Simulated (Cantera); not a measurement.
Charge: 1 mol Al, 0.049 mol HCl, 1.1 mol H2, 0.087 mol Cl2, equilibrated at 1425 K and 7.50 Torr.

Method: chemical equilibrium by Gibbs-energy minimisation in Cantera with the NASA 1993 tables (ideal gas, pure condensed phases). Candidate condensed phases: Al, AlCl3; 12 gas species. The tables' values for AlCl2 are old estimates; treat these amounts as uncertain. Rates play no part.

Base state: H2 0.834, AlCl 0.165, Al 0.000360, AlCl2 0.000217, HCl 0.000115, H 6.23e-5, AlH 5.39e-5 (mole fractions); condensed: Al(l).

Task: What changes in the equilibrium state with this change: temperature from 1425 K to 1200 K?

Result: 
```tsv
species	before	after
H2	0.834	0.838
AlCl	0.165	0.158
AlCl2	0.000217	0.00230
AlCl3	2.98e-6	0.00108
Al	0.000360	2.66e-6
AlH	5.39e-5	1.26e-6
Al(l), mol	0.777	0.783
```

Task: What changes in the equilibrium state with this change: Al replaced by B?

Result: 
| species | before | after |
|---|---|---|
| H2 | 0.834 | 0.827 |
| HCl | 0.000115 | 0.169 |
| BCl3 | 0 | 0.00369 |
| AlCl | 0.165 | 0 |
| Al | 0.000360 | 0 |
| AlCl2 | 0.000217 | 0 |
| BCl | 0 | 0.000164 |
| BCl2 | 0 | 0.000122 |
| Al(l), mol | 0.777 | 0 |
| B(s), mol | 0 | 0.995 |
The tables' values for BCl, BCl2 are old estimates; treat these amounts as uncertain. Gases not in the tables: BHCl2. Further candidate phases: B.
